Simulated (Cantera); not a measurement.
Feed: 1 mol C3H6, a varied amount of H2, equilibrated at 725 K and 750 Torr.

Cantera equilibrium calculation (NASA polynomials, part measured and part estimated; ideal gas, pure solids and liquids). Candidate condensed phases: C, C6H6, C7H8, C8H18; 76 gas species. Equilibrium is a limit: real reactors are often held back by kinetics, nucleation or transport.

What share of the C ends up in condensed phases as a function of n(H2) (mol), at 2, 2.7, 3.6, 4.7, 6.3, 8.4, 11, 15, 20?


```tsv
n(H2) (mol)	C condensed (%)	as
2	34.6	C(graphite)
2.7	25.5	C(graphite)
3.6	13.7	C(graphite)
4.7	0.0	-
6.3	0.0	-
8.4	0.0	-
11	0.0	-
15	0.0	-
20	0.0	-
```
